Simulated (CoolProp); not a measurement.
Properties of R1234yf at several states.

Computed with CoolProp (reference Helmholtz-energy equation of state, Lemmon 2022).

```tsv
T (°C)	p (MPa)	phase	speed of sound (m/s)	Joule-Thomson coefficient (K/MPa)	expansivity (1/kK)	fugacity coefficient
13.25	0.0321	gas	(withheld)	20.50	3.588	0.9921
-100.45	2.79	liquid	(withheld)	(withheld)	(withheld)	(withheld)
10.95	0.059	gas	148.6	(withheld)	3.709	0.9851
115.65	0.0224	gas	(withheld)	8.162	2.589	0.9981
```

Question: Complete the blanks.

Answer: 
- 13.25, speed of sound (m/s): 150.0
- -100.45, speed of sound (m/s): 1033
- -100.45, Joule-Thomson coefficient (K/MPa): -0.4419
- -100.45, expansivity (1/kK): 1.699
- -100.45, fugacity coefficient: 0.0003826
- 10.95, Joule-Thomson coefficient (K/MPa): 21.23
- 115.65, speed of sound (m/s): 174.2
